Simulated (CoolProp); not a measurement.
Tetrahydrofuran at several states: Z from the reference equation and from simpler models built on Tc = 267.0 °C, pc = 5.304 MPa, ω = 0.234; each cubic takes its own stable root.

Model: reference Helmholtz-energy equation of state, Fiedler 2023, in CoolProp.

| T (°C) | p (MPa) | phase | reference |
|---|---|---|---|
| 258.25 | 14.4 | liquid | 0.3857 |
| 80.05 | 0.901 | liquid | 0.02697 |
| 155.75 | 0.0225 | gas | 0.9970 |
| 58.25 | 0.185 | liquid | 0.005731 |
| 198.25 | 0.595 | gas | 0.9379 |

### Question
How far does each simpler model (van der Waals, Soave-Redlich-Kwong, Peng-Robinson) lie from the reference over these 5 states: mean and median of the absolute difference, and the worst?

### Answer
- van der Waals: mean 3375.7 %, median 41.7 %, worst +16773.1 % at 58.25 °C and 0.185 MPa
- Soave-Redlich-Kwong: mean 5.3 %, median 7.4 %, worst +11.8 % at 258.25 °C and 14.4 MPa
- Peng-Robinson: mean 2.1 %, median 0.5 %, worst -4.9 % at 80.05 °C and 0.901 MPa

At some of these states van der Waals gives the other phase, because its saturation line lies elsewhere.
